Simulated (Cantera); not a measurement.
Cantera run, input and output.

```python
import numpy as np
import cantera as ct

gas = ct.Solution("gri30.yaml")
gas.TPX = 573, 101325, {'H2': 1, 'O2': 0.385, 'N2': 1.45, 'H2O': 0.18}
inlet = ct.Reservoir(gas, clone=True)
gas.equilibrate("HP")  # start burning
reactor = ct.IdealGasConstPressureReactor(gas, energy="on", clone=False)
exhaust = ct.Reservoir(gas, clone=True)
tau = [0.14, 0.049, 0.017, 0.0061, 0.0021, 0.00075, 0.00026, 9.2e-05, 3.2e-05][0]
for a, b in ((inlet, reactor), (reactor, exhaust)):
    ct.MassFlowController(a, b, mdot=lambda t: reactor.mass / tau)
net = ct.ReactorNet([reactor])
show = ['H2', 'O2', 'H2O', 'OH', 'NO', 'HO2', 'H']

rows = []
print(f"{'tau/s':>10s}{'T/K':>9s}" + "".join(f"{s:>11s}" for s in show))
for tau in [0.14, 0.049, 0.017, 0.0061, 0.0021, 0.00075, 0.00026, 9.2e-05, 3.2e-05]:
    net.initial_time = 0.0
    net.advance(30 * tau)
    before = gas.X
    net.advance(40 * tau)
    drift = np.max(np.abs(gas.X - before) / (gas.X + 1e-9))
    rows.append([gas.T, *gas[show].X, drift])
    print(f"{tau:10.3e}{gas.T:9.1f}" + "".join(f"{x:11.3e}" for x in gas[show].X))
```

It prints:

```
     tau/s      T/K         H2         O2        H2O         OH         NO        HO2          H
 1.400e-01   2375.6  8.737e-02  2.209e-04  3.552e-01  3.417e-03  4.097e-04  1.218e-07  4.725e-03
 4.900e-02   2367.5  8.734e-02  3.028e-04  3.543e-01  3.883e-03  3.631e-04  1.706e-07  5.438e-03
 1.700e-02   2348.8  8.735e-02  5.127e-04  3.523e-01  4.887e-03  2.849e-04  3.036e-07  7.050e-03
 6.100e-03   2313.3  8.752e-02  9.823e-04  3.484e-01  6.549e-03  1.963e-04  6.114e-07  1.003e-02
 2.100e-03   2248.8  8.813e-02  2.012e-03  3.415e-01  8.923e-03  1.180e-04  1.280e-06  1.535e-02
 7.500e-04   2150.4  8.922e-02  3.853e-03  3.315e-01  1.134e-02  6.968e-05  2.502e-06  2.354e-02
 2.600e-04   2006.6  9.049e-02  6.874e-03  3.179e-01  1.294e-02  4.449e-05  4.795e-06  3.601e-02
 9.200e-05   1828.2  9.161e-02  1.116e-02  3.024e-01  1.264e-02  2.915e-05  8.913e-06  5.220e-02
 3.200e-05   1619.6  9.622e-02  1.830e-02  2.833e-01  1.012e-02  1.498e-05  1.772e-05  6.936e-02
```

Detailed kinetics in Cantera: GRI-Mech 3.0 (53 species, 325 reactions).
